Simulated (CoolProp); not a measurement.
Aqueous magnesium chloride as a coolant, 8 % by mass, freezing at -5.7 °C, 1 atm.

Values from CoolProp's Melinder's fits for secondary coolants.

```csv
T (°C),conductivity (W/(m K)),Prandtl number,viscosity (mPa s),cp (kJ/(kg K))
-4.5,0.537,20.3,2.96,…
0.6,0.547,…,2.44,3.691
5.7,0.556,13.6,2.05,3.700
10.8,0.565,11.4,1.74,3.708
15.9,0.574,9.72,1.50,3.715
21,0.583,8.35,1.31,…
26.1,0.591,…,1.14,…
31.2,0.600,6.27,…,3.737
36.3,0.608,…,0.884,3.743
```

Some entries are withheld; supply them.


- -4.5, cp (kJ/(kg K)): 3.683
- 0.6, Prandtl number: 16.5
- 21, cp (kJ/(kg K)): 3.723
- 26.1, Prandtl number: 7.22
- 26.1, cp (kJ/(kg K)): 3.730
- 31.2, viscosity (mPa s): 1.01
- 36.3, Prandtl number: 5.44
